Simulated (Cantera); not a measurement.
## Equilibrium for metals in furnace atmospheres: Fe + CO₂ + CO

Feed: 1 mol Fe, 0.031 mol CO₂, 8.6 mol CO, at 1652 °C.

Cantera equilibrium calculation (NASA polynomials, part measured and part estimated; ideal gas, pure solids and liquids). Candidate condensed phases: C, Fe, Fe(CO)₅, FeO, Fe₂O₃, Fe₃O₄; 15 gas species. Rates play no part.

From 0.000100 bar to 0.000410 bar nothing is condensed. From 0.00160 bar to 30.0 bar the condensed part is Fe(l). The main Fe-bearing gas is Fe throughout.

```csv
P (Pa),x CO,x Fe,x CO₂,x FeO,n Fe(l)
10,0.893,0.104,0.00318,2.63e-5,0
41,0.893,0.104,0.00319,2.64e-5,0
160,0.902,0.0948,0.00323,2.41e-5,0.0956
670,0.974,0.0226,0.00350,5.80e-6,0.800
2700,0.991,0.00562,0.00357,1.44e-6,0.951
11000,0.995,0.00138,0.00359,3.54e-7,0.988
45000,0.996,0.000337,0.00359,8.65e-8,0.997
180000,0.996,8.43e-5,0.00359,2.16e-8,0.999
740000,0.996,2.05e-5,0.00359,5.26e-9,1.000
3000000,0.996,5.06e-6,0.00359,1.30e-9,1.000
```
x: gas mole fraction; n: condensed amount in mol.
